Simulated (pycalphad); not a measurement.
## Phase fractions of Al-2.3Si-0.58Fe (at.%)

All values are pycalphad results on the COST 507 light-alloy database (1999) (1 atm), not direct measurements. The database dates from 1999; later assessments differ in places, in temperatures and in the compounds included. Phase fractions are per mole of atoms.

| T (K) | LIQUID | FCC_A1 | ALFESI_ALPHA | ALFESI_BETA | DIAMOND_A4 |
|---|---|---|---|---|---|
| 950 | 1.000 | - | - | - | - |
| 900 | 0.437 | 0.553 | 0.010 | - | - |
| 850 | 0.032 | 0.930 | - | 0.038 | - |
| 800 | - | 0.954 | - | 0.039 | 0.008 |
| 750 | - | 0.950 | - | 0.039 | 0.011 |
| 700 | - | 0.947 | - | 0.039 | 0.014 |
| 650 | - | 0.946 | - | 0.039 | 0.015 |
| 600 | - | 0.945 | - | 0.039 | 0.016 |
| 550 | - | 0.944 | - | 0.039 | 0.017 |
| 500 | - | 0.944 | - | 0.039 | 0.017 |

Database names, with the compositions (at.%) that they take in these runs: ALFESI_ALPHA: Al 73 Fe 19 Si 8; ALFESI_BETA: Al 70 Si 15 Fe 15. FCC_A1 is fcc; DIAMOND_A4 is diamond (Si).
